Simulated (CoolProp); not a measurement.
Computed with CoolProp (reference Helmholtz-energy equation of state, Lemmon 2006). It is a short technical equation, of lower accuracy than the large ones.

### Question
For isopentane, give the phase and the cp (kJ/(kg K)) at 444.6 K and 140 kPa; 453.8 K and 140 kPa; 463.1 K and 140 kPa.

### Answer
- 444.6 K and 140 kPa: gas; cp 2.33
- 453.8 K and 140 kPa: gas; cp 2.36
- 463.1 K and 140 kPa: gas; cp 2.40
